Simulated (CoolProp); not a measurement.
CF4 (R14) at 298.15 K and 2.5 MPa is throttled through a valve to 1.53 MPa with no heat exchange. Each further row changes one setting.

Model: reference Helmholtz-energy equation of state, Platzer 1990, in CoolProp. This equation is an older, rougher fit.

```tsv
case	temperature change (K)	final density (kg/m³)
as stated	-5.4	58.9
outlet pressure 0.459 MPa	-11.7	17.3
outlet pressure 1.99 MPa	-2.8	77.2
```
